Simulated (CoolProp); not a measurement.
The fluid at 263.13 K and 2.43 MPa is throttled through a valve to 0.709 MPa with no heat exchange. The same conditions are run with several fluids, on thermodynamics alone (safety and materials aside).

The numbers come from the reference Helmholtz-energy equation of state of each fluid (CF4 (R14): Platzer 1990; fluorine: de Reuck 1990; nitrogen: Span 2000; dry air: Lemmon 2000; carbon monoxide: Lemmon 2006) in CoolProp. The equations of Platzer and Polt are older, rougher fits. Blends and air are pseudo-pure fits.

```csv
fluid,temperature change (K),final density (kg/m³)
CF4 (R14),[?],[?]
fluorine,-4.2,[?]
nitrogen,[?],9.28
dry air,-4.9,[?]
carbon monoxide,[?],[?]
```

**Question.** Complete the blanks.

**Answer.** 
- CF4 (R14), temperature change (K): -14.1
- CF4 (R14), final density (kg/m³): 31.7
- fluorine, final density (kg/m³): 12.6
- nitrogen, temperature change (K): -4.6
- dry air, final density (kg/m³): 9.62
- carbon monoxide, temperature change (K): -5.4
- carbon monoxide, final density (kg/m³): 9.33
